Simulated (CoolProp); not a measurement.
Model: reference Helmholtz-energy equation of state, Zhou 2016, in CoolProp.

Problem. Give the vapour pressure (kPa), liquid density (kg/m³), vapour density (kg/m³), enthalpy of vaporisation (kJ/kg) of saturated R245ca at 50.75, 71.65, 78.65 °C.

Solution. 
| T (°C) | p (kPa) | liquid density (kg/m³) | vapour density (kg/m³) | enthalpy of vaporisation (kJ/kg) |
|---|---|---|---|---|
| 50.75 | 247 | 1320 | 13.3 | 189 |
| 71.65 | 457 | 1260 | 24.1 | 176 |
| 78.65 | 551 | 1240 | 29.0 | 171 |
